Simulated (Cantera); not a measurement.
An isothermal, constant-pressure homogeneous reactor starts with 12.1 % C₂H₄, 87.4 % H₂, 0.413 % H₂O, at 1275 K and 0.132 atm.

Detailed kinetics in Cantera: GRI-Mech 3.0 (53 species, 325 reactions). GRI-Mech 3.0 was tuned for natural gas; its chemistry of ethylene as a main component is partial and can be far from experiment. GRI-Mech 3.0 stops at C3 and has no aromatics, soot or wall deposition, so with more carbon than oxygen in the feed, carbon stays in small species such as C2H2 where larger ones or solid carbon would form.

Problem. Predict: x(C₂H₄) at 30.0 s; x(H₂) at 30.0 s; x(C₂H₂) at 30.0 s; x(C₂H₆) at 30.0 s; x(H) at 30.0 s.

Solution. 
```
Item                                                  Value
-----------------  ----------------------------------------
x(C₂H₄) at 30.0 s    0.0224 (gas-phase equilibrium 0.00877)
x(H₂) at 30.0 s         0.829 (gas-phase equilibrium 0.770)
x(C₂H₂) at 30.0 s     0.0520 (gas-phase equilibrium 0.0214)
x(C₂H₆) at 30.0 s  0.000146 (gas-phase equilibrium 5.87e-5)
x(H) at 30.0 s      4.75e-6 (gas-phase equilibrium 1.78e-6)
```
